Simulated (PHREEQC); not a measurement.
PHREEQC input (ion-association model, phreeqc.dat):

```
SOLUTION_MASTER_SPECIES
  Amm  AmmH+  0  AmmH  17.031  # ammonia with no redox link, constants of NH4+
SOLUTION_SPECIES
  AmmH+ = AmmH+
    -log_k 0
    -gamma 2.5 0
    -dw 1.98e-9
  AmmH+ = Amm + H+
    -log_k -9.252
    -delta_h 12.48 kcal
    -analytic 0.6322 -0.001225 -2835.76
    -dw 2.28e-9
  AmmH+ + SO4-2 = AmmHSO4-
    -log_k 1.11
PHASES
  Amm(g)
    Amm = Amm
    -log_k 1.7966
    -analytic -18.758 3.3670e-4 2.5113e3 4.8619 39.192
    -T_c 405.6
    -P_c 111.3
    -Omega 0.25
EXCHANGE_SPECIES
  AmmH+ + X- = AmmHX
    -log_k 0.6
    -gamma 2.5 0
    -delta_h -2.4
SOLUTION 0
  temp 40
  units mmol/kgw
  pH 7 charge
  S(6) 94.39
  Mg 94
  Amm 0.78
  Cl 0.01
  O(0) 1 O2(g) -0.68
SOLUTION 1-30
  temp 40
  units mmol/kgw
  pH 7 charge
  Br 5.4
  K 5.4
  Cl 0.01
  O(0) 1 O2(g) -0.68
END
EXCHANGE 1-30
  X 0.098
  -equilibrate 1
END
SELECTED_OUTPUT 1
  -reset false
  -pH true
  -pe true
  -ionic_strength true
  -water true
  -step true
  -totals Amm Br Cl K Mg S S(-2) S(6)
  -molalities KX AmmHX MgX2
  -saturation_indices Sylvite
PRINT
  -reset false
TRANSPORT
  -cells 30
  -shifts 120
  -lengths 0.0166667
  -time_step 3600
  -dispersivities 0.018
  -boundary_conditions flux flux
  -correct_disp true
  -punch_cells 30
  -punch_frequency 4
END
# ... the last block is repeated for the other 30 points of pore volumes
```

Selected output (columns that matter, 16 of 31 rows; pore volumes added in front):

```
pore volumes	pH	mu	Amm	Br	K	Mg	S	m_KX	m_MgX2	si_Sylvite
0	5.0315	0.00541	0	0.0054	0.0054	0	0	0.098	0	-8.3097
0.2833	5.0315	0.00541	0	0.0054	0.0054	0	9.0876e-09	0.098	0	-8.3097
0.55	5.0939	0.0097116	2.3279e-16	0.0053136	0.0083348	3.0093e-23	0.0015106	0.098	3.832e-21	-8.1464
0.8167	5.4293	0.071786	6.9505e-07	0.0039581	0.054131	0.00011739	0.025204	0.097566	0.0002164	-7.4808
1.0833	5.5659	0.14534	5.2403e-05	0.0017954	0.091824	0.017966	0.063006	0.082581	0.007691	-7.3274
1.35	5.5851	0.16958	0.00019768	0.00056531	0.078496	0.045445	0.084509	0.064922	0.016474	-7.4124
1.6167	5.5753	0.171	0.00036384	0.00014224	0.055999	0.063793	0.091904	0.047849	0.024953	-7.5587
1.8833	5.5607	0.16699	0.00050551	3.1157e-05	0.03689	0.075163	0.093845	0.032882	0.032381	-7.7359
2.15	5.5485	0.16318	0.00061047	6.2436e-06	0.022986	0.082486	0.094281	0.021137	0.038209	-7.9377
2.4167	5.5398	0.16058	0.00068094	1.1791e-06	0.013652	0.087203	0.094369	0.012805	0.042344	-8.1614
2.6833	5.5342	0.15899	0.0007247	2.1374e-07	0.0077741	0.090137	0.094386	0.0073781	0.045038	-8.4043
2.95	5.5309	0.15808	0.00075025	3.7641e-08	0.00427	0.091879	0.094389	0.00408	0.046675	-8.6636
3.2167	5.529	0.15757	0.00076445	6.4917e-09	0.0022758	0.09287	0.09439	0.0021826	0.047617	-8.9363
3.4833	5.5279	0.15729	0.00077206	1.1025e-09	0.0011832	0.093412	0.09439	0.0011371	0.048137	-9.2201
3.75	5.5274	0.15715	0.00077602	1.8509e-10	0.00060282	0.093701	0.09439	0.00057994	0.048413	-9.5128
4.0167	5.5271	0.15708	0.00077803	3.0805e-11	0.00030213	0.09385	0.09439	0.00029082	0.048557	-9.8128
```

At this temperature some constants are extrapolated from 25 °C, and those without enthalpy data are left unchanged.
